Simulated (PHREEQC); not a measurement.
Solution (25 °C): 0.033 mol H2SO4, 0.041 mol CaCl2 and 0.29 mol KBr per kg of water. Closed to the air; pH follows from the charge balance.

Model: ion-association model, phreeqc.dat, run in PHREEQC.

Each row changes one thing in this solution. Precipitation was switched off in this run.

| case | pH | ionic strength (mol/kgw) | HSO4- (mol/kgw) | SO4-2 (mol/kgw) | KSO4- (mol/kgw) | CaSO4 (mol/kgw) | SI of Gypsum (CaSO4:2H2O) | SI of Sylvite (KCl) |
|---|---|---|---|---|---|---|---|---|
| as made | 1.40 | 0.458 | 0.0125 | 0.0111 | 0.00441 | 0.00358 | -0.08 | -2.90 |
| temperature from 25 to 45 °C | 1.42 | 0.455 | (withheld) | 0.00891 | 0.00468 | 0.00306 | -0.18 | -3.01 |
| temperature from 25 to 40 °C | 1.42 | 0.455 | 0.0141 | 0.00944 | 0.00465 | 0.00320 | -0.16 | -2.98 |
| temperature from 25 to 30 °C | 1.40 | 0.457 | 0.0130 | 0.0105 | 0.00451 | 0.00347 | -0.11 | (withheld) |
| H2SO4 from 0.033 to 0.066 mol/kgw | 1.14 | 0.497 | 0.0340 | 0.0172 | 0.00656 | 0.00479 | +0.05 | -2.91 |

Problem. What belongs in the gaps?

Solution. 
- temperature from 25 to 45 °C, HSO4- (mol/kgw): 0.0147
- temperature from 25 to 30 °C, SI of Sylvite (KCl): -2.93

Constants without temperature data keep their 25 °C values here.
